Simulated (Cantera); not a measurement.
# Stirred combustor or abatement burner

A perfectly stirred reactor is fed with 2.48 % C2H6, 19.8 % O2, 74.3 % N2, 3.48 % H2O, at 940000 Pa; it is adiabatic with a 575 K inlet, and is followed from long to short residence time, starting on the burning branch (τ in s: 0.039, 0.014, 0.0051, 0.0019, 0.00068, 0.00025, 9e-05, 3.3e-05, 1.2e-05, 4.3e-06).

Computed with Cantera and GRI-Mech 3.0 (53 species, 325 reactions).

| τ (s) | T (K) | x C2H6 | x O2 | x CH2 | x CH4 | x NO | x H |
|---|---|---|---|---|---|---|---|
| 0.039 | 1566 | 3.08e-6 | 0.109 | 9.65e-10 | 2.56e-7 | 1.05e-6 | 3.52e-7 |
| 0.014 | 1563 | 6.78e-6 | 0.110 | 2.82e-9 | 5.21e-7 | 1.03e-6 | 9.03e-7 |
| 0.0051 | 1555 | 1.54e-5 | 0.110 | 8.35e-9 | 1.22e-6 | 8.74e-7 | 2.27e-6 |
| 0.0019 | 1534 | 4.05e-5 | 0.111 | 2.34e-8 | 3.97e-6 | 5.08e-7 | 5.35e-6 |
| 0.00068 | 575 | 0.0248 | 0.198 | <1e-12 | <1e-12 | <1e-12 | <1e-12 |
| 0.00025 | 575 | 0.0248 | 0.198 | <1e-12 | <1e-12 | <1e-12 | <1e-12 |
| 9.0e-5 | 575 | 0.0248 | 0.198 | <1e-12 | <1e-12 | <1e-12 | <1e-12 |
| 3.3e-5 | 575 | 0.0248 | 0.198 | <1e-12 | <1e-12 | <1e-12 | <1e-12 |
| 1.2e-5 | 575 | 0.0248 | 0.198 | <1e-12 | <1e-12 | <1e-12 | <1e-12 |
| 4.3e-6 | 575 | 0.0248 | 0.198 | <1e-12 | <1e-12 | <1e-12 | <1e-12 |
x: mole fraction; the columns are a selection and need not sum to one.
